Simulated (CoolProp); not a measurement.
The fluid at 293.15 K and 0.432 MPa is throttled through a valve to 0.0931 MPa with no heat exchange. The same conditions are run with several fluids, on thermodynamics alone (safety and materials aside).

The numbers come from the reference Helmholtz-energy equation of state of each fluid (R152A: Outcalt 1996; methane: Setzmann 1991; R13: Platzer 1990; carbonyl sulfide: Lemmon 2006; R410A: Lemmon 2003) in CoolProp. The equations of Platzer and Polt are older, rougher fits. Blends and air are pseudo-pure fits.

```csv
fluid,temperature change (K),final density (kg/m³)
R152A,-11.1,[?]
methane,[?],0.617
R13,[?],4.09
carbonyl sulfide,-7.5,2.38
R410A,[?],2.89
```

Problem. Some entries are withheld; supply them.

Solution. 
- R152A, final density (kg/m³): 2.69
- methane, temperature change (K): -1.5
- R13, temperature change (K): -4.1
- R410A, temperature change (K): -7.6
